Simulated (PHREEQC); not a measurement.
Consider water at 45 °C with 0.027 mol CdSO4, 0.051 mol Na2SO4 and 0.11 mol H2SO4 per kg of water. Closed to the air; pH follows from the charge balance.

The numbers come from PHREEQC with the ion-association model, wateq4f.dat.

Problem. The ionic strength comes out as 0.264 mol/kgw. What activity coefficients do Na+, Cd(SO4)2-2, NaSO4-, HSO4-, Cd+2 get?

Solution. Na+ 0.72, Cd(SO4)2-2 0.28, NaSO4- 0.72, HSO4- 0.70, Cd+2 0.28.

No solid was allowed to form. At this temperature some constants are extrapolated from 25 °C, and those without enthalpy data are left unchanged.
